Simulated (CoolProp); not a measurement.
Computed with CoolProp (reference Helmholtz-energy equation of state, Gao 2022).

For n-perfluorohexane, give the phase and the Z, speed of sound (m/s), expansivity (1/kK) at 264.8 K and 6.5 bar.


- 264.8 K and 6.5 bar: liquid; Z 0.0563, speed of sound 607, expansivity 1.56
